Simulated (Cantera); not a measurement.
A closed system holds: 1 mol C6H6, 4.8 mol CO2, 1.8 mol N2, at 10.0 Pa.

Method: chemical equilibrium by Gibbs-energy minimisation in Cantera with the NASA 1993 tables (ideal gas, pure condensed phases). Candidate condensed phases: C, C6H6, C7H8, C8H18, H2O; 169 gas species. Ions and electrons are included (thermal ionisation). Equilibrium is a limit: real reactors are often held back by kinetics, nucleation or transport. All values below are at 3000 K.

Base state: CO 0.522, H 0.325, N2 0.0932, C 0.0448, CN 0.00880, C2 0.00248, C3 0.00216, N 0.000425 (mole fractions); condensed: gas only.

What changes in the equilibrium state with this change: CO2 from 4.8 to 1.9 mol?


| species | before | after |
|---|---|---|
| H | 0.325 | 0.421 |
| CO | 0.522 | 0.268 |
| C | 0.0448 | 0.116 |
| C3 | 0.00216 | 0.0376 |
| C2 | 0.00248 | 0.0167 |
| CN | 0.00880 | 0.0252 |
| N2 | 0.0932 | 0.114 |
| C5 | 3.09e-7 | 3.62e-5 |
| C4 | 6.45e-7 | 2.92e-5 |
| C2H | 2.72e-5 | 0.000237 |
| CNC | 1.89e-6 | 1.41e-5 |
